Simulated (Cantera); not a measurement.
Source: NASA polynomial tables (part measured, part estimated), evaluated in Cantera. Values are per mole of reaction as written; species without (g) are pure solids or liquids, kept so even where they would boil at 1 bar.

Task: Between 998 and 1098 K, where is each reaction favourable under standard conditions?
- 12 NO(g) + 2 Cr2N = 4 CrO3(g) + 7 N2(g)
- 4 O(g) + Cr2N = NO(g) + Cr2O3

Result: 
- 12 NO(g) + 2 Cr2N = 4 CrO3(g) + 7 N2(g): ΔG° is -1741 kJ at 998 K and -1711 kJ at 1098 K; it stays negative (K > 1). ΔH° is -2048 kJ and ΔS° -307 J/K at 1098 K.
- 4 O(g) + Cr2N = NO(g) + Cr2O3: ΔG° is -1491 kJ at 998 K and -1448 kJ at 1098 K; it stays negative (K > 1). ΔH° is -1925 kJ and ΔS° -435 J/K at 1098 K.
